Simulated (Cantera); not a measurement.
## Chlorosilane synthesis and conversion: Si + Cl2 + H2

Charge: 1 mol Si, 0.86 mol Cl2, 3 mol H2, equilibrated at 798.15 K and 19.0 bar.

Method: chemical equilibrium by Gibbs-energy minimisation in Cantera with the NASA 1993 tables (ideal gas, pure condensed phases). Candidate condensed phases: Si; 19 gas species. The tables' values for SiCl3 are old estimates; treat these amounts as uncertain. Kinetics and transport are ignored.

x(H2): 0.845
x(SiHCl3): 0.0836
x(SiCl4): 0.0611
x(SiH2Cl2): 0.00921
x(HCl): 0.000545
x(SiH3Cl): 0.000234
x(SiCl3): 1.39e-5
x(SiH4): 2.74e-6
n(Si(s)): 0.485 mol
gas amount: 3.345 mol
